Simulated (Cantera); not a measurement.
Input: 1 mol SiC, 0.44 mol CO2, 78 mol N2, 0.04 mol N2O, equilibrated at 850 °C and 0.290 bar.

These are equilibrium values from Cantera (NASA tables, ideal gas, pure condensed phases), not measurements of a reactor. Candidate condensed phases: C, Si, SiC, SiO2, Si2N2O, Si3N4; 34 gas species. Rates play no part.

Base state: N2 0.995, CO 0.00539 (mole fractions); condensed: C(graphite) + Si2N2O(s).

Task: What changes in the equilibrium state with this change: temperature from 850 °C to 1450 °C?

Result: 
```csv
species,before,after
N2,0.995,0.990
CO,0.00539,0.00963
SiO,<1e-9,0.000101
"C(graphite), mol",1.02,0
"Si2N2O(s), mol",0.500,0.155
"SiC(s), mol",0,0.683
```
Mutual solubility and eutectic melting of coexisting phases are not modelled.
